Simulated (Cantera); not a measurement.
Feed: 1 mol Ta, 0.015 mol O2, 0.15 mol CH4, at 1125 K and 0.730 bar.

Cantera equilibrium calculation (NASA polynomials, part measured and part estimated; ideal gas, pure solids and liquids). Candidate condensed phases: C, C6H6, C7H8, C8H18, H2O, Ta, TaC, Ta2O5; 113 gas species. Mutual solubility and eutectic melting of coexisting phases are not modelled. TaC: taken at fixed stoichiometry. Condensed phases not in the tables: Ta2C, N, O or C dissolved in the metal. The numbers say what is thermodynamically allowed, not how fast it happens.

Q: What is the equilibrium state?

A: 
- x(H2) = 1.000
- x(H2O) = 1.57e-6
- n(Ta(s)) = 0.838 mol
- n(TaC(s)) = 0.150 mol
- n(Ta2O5(s)) = 0.00600 mol
- gas amount = 0.3000 mol
- log10 activity of C(graphite) (absent) = -6.53
